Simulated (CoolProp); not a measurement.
The fluid at 417.15 K and 0.0345 MPa flows at 0.22 m/s in a round tube of 10 mm bore and 15 µm roughness, fully developed (64/Re and Nu = 3.66 if laminar; Colebrook and Gnielinski if turbulent). The same conditions are run with several fluids, on thermodynamics alone (safety and materials aside).

The numbers come from the reference Helmholtz-energy equation of state of each fluid (benzene: Thol 2012; n-octane: Beckmüller 2019; R123: Younglove 1994; R134a: Tillner-Roth 1994; ethane: Bücker 2006) in CoolProp.

```
fluid     Reynolds number  Darcy friction factor  pressure drop (Pa/m)  heat-transfer coefficient (W/(m² K))  mass flow (kg/h)
--------  ---------------  ---------------------  --------------------  ------------------------------------  ----------------
benzene               164                  0.391                 0.740                                  7.84            0.0486
n-octane              321                  0.199                 0.557                                  7.97            0.0718
R123                  227                  0.282                  1.04                                  5.86            0.0950
R134a                 137                  0.468                  1.15                                  8.38            0.0633
ethane               52.0                   1.23                 0.891                                  14.2            0.0186
```

Transport values come from each fluid's own correlations; those of R134a are estimates that may be off by 10 % or more.
